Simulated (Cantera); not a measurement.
A Cantera script and what it prints.

```python
import numpy as np
import cantera as ct

gas_names = """
    Br Br2 H HBr HO2 H2 H2O H2O2 Mg MgBr MgBr2 MgH MgO MgOH MgO2H2 Mg2 O OH O2 O3
""".split()
cond_names = """
    Br2(cr) Br2(L) H2O(s) H2O(L) Mg(cr) Mg(L) MgBr2(s) MgBr2(L) MgO(s) MgO(L) MgO2H2(s)
""".split()


def load(file, names, dense=False):
    # The tables refer to 1 bar. Condensed volumes are neglected.
    table = {s.name: s for s in ct.Species.list_from_file(file)}
    out = []
    for n in names:
        d = dict(table[n].input_data)
        d["thermo"] = dict(d["thermo"], **{"reference-pressure": 1e5})
        if dense:
            d["equation-of-state"] = {"model": "constant-volume", "density": "1e6 g/cm^3"}
        out.append(ct.Species.from_dict(d))
    return out


gas = ct.Solution(thermo="ideal-gas", species=load("nasa_gas.yaml", gas_names))
cond = {s.name: ct.Solution(thermo="fixed-stoichiometry", species=[s], name=s.name)
        for s in load("nasa_condensed.yaml", cond_names, dense=True)}
atoms = {
    'MgO': {'Mg': 1, 'O': 1},
    'HBr': {'H': 1, 'Br': 1},
}
top_T = {}  # K; cautious upper limits of use, not melting points


def equilibrate(T, P, feed):
    n = {}
    for name, mol in feed.items():
        for a, k in atoms[name].items():
            n[a] = n.get(a, 0.0) + k * mol
    gas.TPX = T, P, n
    mass = sum(n.values()) * gas.mean_molecular_weight
    gas.equilibrate("TP")
    valid = [c for c in cond.values() if c.min_temp <= T <= top_T.get(c.name, c.max_temp)]
    mix = ct.Mixture([(gas, mass / gas.mean_molecular_weight)] + [(c, 0.0) for c in valid])
    mix.T, mix.P = T, P
    mix.equilibrate("TP", solver="vcs", rtol=1e-11, max_steps=5000)
    return mix


results = []
feed = {'MgO': 1, 'HBr': 3.6}  # mol
P = 5200  # Pa
for T in [723, 923, 1123, 1323, 1523, 1723, 1923]:
    mix = equilibrate(T, P, feed)
    results.append((T, P, feed, dict(zip(mix.species_names, mix.species_moles))))
    x = sorted(zip(gas.X, gas.species_names), reverse=True)
    print(f"T = {T:g} K  P = {P:g} Pa  gas = {mix.phase_moles(0):.4g} mol")
    print("   x: " + "  ".join(f"{s} {v:.3e}" for v, s in x if v > 1e-05))
    print("   condensed (mol): " + ("  ".join(f"{mix.phase(i).name} {mix.phase_moles(i):.4g}"
          for i in range(1, mix.n_phases) if mix.phase_moles(i) > 1e-12) or "none"))
```

Result:

```
T = 723 K  P = 5200 Pa  gas = 3.112 mol
   x: HBr 8.429e-01  H2O 1.570e-01  H2 4.813e-05  Br2 4.717e-05
   condensed (mol): MgBr2(s) 0.4884  MgO(s) 0.5116
T = 923 K  P = 5200 Pa  gas = 3.598 mol
   x: HBr 9.809e-01  H2O 9.449e-03  MgBr2 8.677e-03  H2 4.292e-04  Br2 3.421e-04  Br 1.741e-04
   condensed (mol): MgBr2(s) 0.002775  MgO(s) 0.966
T = 1123 K  P = 5200 Pa  gas = 3.605 mol
   x: HBr 9.239e-01  H2O 3.533e-02  MgBr2 3.533e-02  Br 2.557e-03  H2 2.057e-03  Br2 7.783e-04
   condensed (mol): MgO(s) 0.8726
T = 1323 K  P = 5200 Pa  gas = 3.625 mol
   x: HBr 8.133e-01  H2O 8.210e-02  MgBr2 8.210e-02  Br 1.375e-02  H2 7.796e-03  Br2 9.232e-04
   condensed (mol): MgO(s) 0.7024
T = 1523 K  P = 5200 Pa  gas = 3.677 mol
   x: HBr 6.650e-01  H2O 1.351e-01  MgBr2 1.351e-01  Br 4.207e-02  H2 2.183e-02  Br2 8.089e-04  H 1.498e-05
   condensed (mol): MgO(s) 0.503
T = 1723 K  P = 5200 Pa  gas = 3.773 mol
   x: HBr 5.106e-01  H2O 1.754e-01  MgBr2 1.753e-01  Br 9.147e-02  H2 4.621e-02  Br2 6.128e-04  H 1.719e-04  MgBr 1.361e-04  OH 3.578e-05
   condensed (mol): MgO(s) 0.3379
T = 1923 K  P = 5200 Pa  gas = 3.916 mol
   x: HBr 3.741e-01  H2O 1.933e-01  MgBr2 1.922e-01  Br 1.586e-01  H2 7.857e-02  MgBr 1.316e-03  H 1.158e-03  Br2 4.279e-04  OH 2.453e-04  Mg 3.776e-05
   condensed (mol): MgO(s) 0.2418
```

Cantera equilibrium calculation (NASA polynomials, part measured and part estimated; ideal gas, pure solids and liquids).
